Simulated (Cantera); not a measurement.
Cantera run, input and output.

```python
import numpy as np
import cantera as ct

gas = ct.Solution("h2o2.yaml")
gas.TPX = 1073, 100000, {'H2': 0.98, 'O2': 0.48, 'N2': 15}
reactor = ct.IdealGasConstPressureReactor(gas, energy="off", clone=False)
net = ct.ReactorNet([reactor])
net.rtol, net.atol = 1e-08, 1e-18
show = ['H2', 'O2', 'OH', 'O', 'H2O', 'H2O2']
times = np.geomspace(6e-06, 30, 9)

steps = ct.SolutionArray(gas, extra=["t"])
rows = []
print(f"{'t/s':>10s}{'T/K':>9s}{'P/Pa':>11s}" + "".join(f"{s:>11s}" for s in show))
for t in times:
    while net.time < t:
        t_next = net.step()
        steps.append(gas.state, t=t_next)
    rows.append([np.interp(t, steps.t, y) for y in (steps.T, steps.P, *steps(*show).X.T)])
    print(f"{t:10.3e}{rows[-1][0]:9.1f}{rows[-1][1]:11.4g}" + "".join(f"{x:11.3e}" for x in rows[-1][2:]))
rate = np.gradient(steps.T, steps.t)
print("integrator steps:", len(steps.t))
if steps.T.max() > steps.T[0] + 200:
    print(f"time of steepest temperature rise: {steps.t[rate.argmax()]:.4e} s")
gas.TPX = 1073, 100000, {'H2': 0.98, 'O2': 0.48, 'N2': 15}
gas.equilibrate("TP")
print(f"equilibrium (TP): T = {gas.T:.1f} K  " + "  ".join(f"{s} {gas[s].X[0]:.3e}" for s in show))
```

Result:

```
       t/s      T/K       P/Pa         H2         O2         OH          O        H2O       H2O2
 6.000e-06   1073.0      1e+05  5.954e-02  2.916e-02  1.389e-12  2.641e-12  3.671e-12  1.592e-14
 4.126e-05   1073.0      1e+05  5.954e-02  2.916e-02  2.329e-11  5.705e-11  4.037e-10  9.217e-13
 2.837e-04   1073.0      1e+05  5.954e-02  2.916e-02  4.262e-08  1.050e-07  1.563e-06  1.972e-09
 1.951e-03   1073.0      1e+05  2.776e-03  9.192e-04  8.598e-05  4.674e-05  5.802e-02  2.390e-07
 1.342e-02   1073.0      1e+05  1.381e-03  8.217e-05  1.494e-05  1.558e-06  5.989e-02  5.547e-08
 9.226e-02   1073.0      1e+05  1.255e-03  4.272e-06  2.251e-06  3.054e-08  6.006e-02  4.640e-09
 6.344e-01   1073.0      1e+05  1.251e-03  1.970e-07  2.872e-07  4.486e-10  6.007e-02  1.229e-10
 4.363e+00   1073.0      1e+05  1.251e-03  1.117e-08  3.840e-08  7.678e-12  6.008e-02  2.411e-12
 3.000e+01   1073.0      1e+05  1.252e-03  7.971e-10  5.384e-09  1.483e-13  6.008e-02  4.945e-14
integrator steps: 2930
equilibrium (TP): T = 1073.0 K  H2 1.252e-03  O2 1.034e-15  OH 8.952e-11  O 4.026e-17  H2O 6.008e-02  H2O2 1.301e-17
```

Computed with Cantera and the H2/O2 subset of GRI-Mech 3.0, which has no nitrogen chemistry. The temperature is held fixed by assumption; the heat of reaction is taken as removed at once.
